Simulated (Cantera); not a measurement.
An isothermal, constant-pressure homogeneous reactor starts with NH3 : N2 = 1 : 6.8 (molar parts), at 1523 K and 0.930 bar.

Computed with Cantera and the gas-phase N/H chemistry of the illustrative SiF4/NH3 mechanism in the Surface Chemkin manual (1991). Walls and surfaces, which speed up NH3 decomposition in real reactors, are not modelled.

x: mole fraction; the columns are a selection and need not sum to one.

```tsv
t (s)	x NH3	x H	x NH	x N	x N2
2.00e-5	0.128	1.57e-9	<1e-12	<1e-12	0.872
8.43e-5	0.128	1.57e-9	3.64e-12	<1e-12	0.872
0.000356	0.128	1.57e-9	1.22e-10	<1e-12	0.872
0.00150	0.128	1.74e-9	[?]	1.09e-12	0.872
0.00632	0.128	4.72e-9	[?]	1.33e-11	0.872
0.0267	0.128	2.18e-8	[?]	7.91e-11	0.872
0.112	0.128	8.23e-8	[?]	3.24e-10	0.872
0.474	0.125	3.18e-7	[?]	1.36e-9	0.871
2.00	0.117	1.14e-6	[?]	3.46e-9	0.868
```

Task: Complete the blanks.

Result: 
- 0.00150, x NH: 3.10e-9
- 0.00632, x NH: 3.18e-8
- 0.0267, x NH: 6.42e-8
- 0.112, x NH: 7.23e-8
- 0.474, x NH: 9.14e-8
- 2.00, x NH: 1.05e-7
